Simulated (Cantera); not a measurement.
A closed system holds: 1 mol SiCl4, 0.0084 mol Cl2, 12 mol N2, equilibrated at 1423 K and 1.00 bar.

These are equilibrium values from Cantera (NASA tables, ideal gas, pure condensed phases), not measurements of a reactor. Candidate condensed phases: Si, Si3N4; 13 gas species. The tables' values for SiCl3 are old estimates; treat these amounts as uncertain. Rates play no part.

Base state: N2 0.922, SiCl4 0.0768, Cl 0.000632, Cl2 0.000349, SiCl3 3.97e-5 (mole fractions); condensed: gas only.

What changes in the equilibrium state with this change: SiCl4 replaced by Si2Cl6?


| species | before | after |
|---|---|---|
| N2 | 0.922 | 0.884 |
| SiCl4 | 0.0768 | 0.108 |
| SiCl3 | 3.97e-5 | 0.00643 |
| SiCl2 | 8.13e-8 | 0.00151 |
| Cl2 | 0.000349 | 2.65e-8 |
| Cl | 0.000632 | 5.51e-6 |
| Si3N4(s), mol | 0 | 0.155 |
The feed counts by its element totals alone. N2 is the only nitrogen source here; it is nearly inert below about 1500 K, so the nitride shown seldom forms there in practice.

What changes in the equilibrium state with this change: Cl2 from 0.0084 to 0.12 mol?


```csv
species,before,after
N2,0.922,0.913
SiCl4,0.0768,0.0761
Cl2,0.000349,0.00766
Cl,0.000632,0.00296
SiCl3,3.97e-5,8.41e-6
```

What changes in the equilibrium state with this change: pressure from 1.00 bar to 0.100 bar?


```csv
species,before,after
N2,0.922,0.922
SiCl4,0.0768,0.0766
Cl,0.000632,0.00123
Cl2,0.000349,0.000133
SiCl3,3.97e-5,0.000203
```
